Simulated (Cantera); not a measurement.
Charge: 1 mol S, 1.8 mol H₂O, 4.1 mol H₂, equilibrated at 3200 K and 13.0 mbar.

Equilibrium computed with Cantera from the NASA thermochemical tables; the gas is ideal and each condensed phase is pure. Candidate condensed phases: H₂O, H₂SO₄, S; 19 gas species. Rates play no part.

Base state: H 0.716, O 0.0955, H₂ 0.0843, S 0.0614, OH 0.0188, SO 0.0135, H₂O 0.00577, O₂ 0.00255 (mole fractions); condensed: gas only.

**Question.** What changes in the equilibrium state with this change: H₂O from 1.8 to 4.7 mol?

**Answer.** 
```json
[
 {"species": "H", "before": "0.716", "after": "0.669"},
 {"species": "O", "before": "0.0955", "after": "0.163"},
 {"species": "H₂", "before": "0.0843", "after": "0.0736"},
 {"species": "S", "before": "0.0614", "after": "0.0343"},
 {"species": "OH", "before": "0.0188", "after": "0.0299"},
 {"species": "SO", "before": "0.0135", "after": "0.0128"},
 {"species": "S₂", "before": "0.000255", "after": "7.96e-5"},
 {"species": "O₂", "before": "0.00255", "after": "0.00741"},
 {"species": "H₂S", "before": "1.18e-5", "after": "5.76e-6"}
]
```
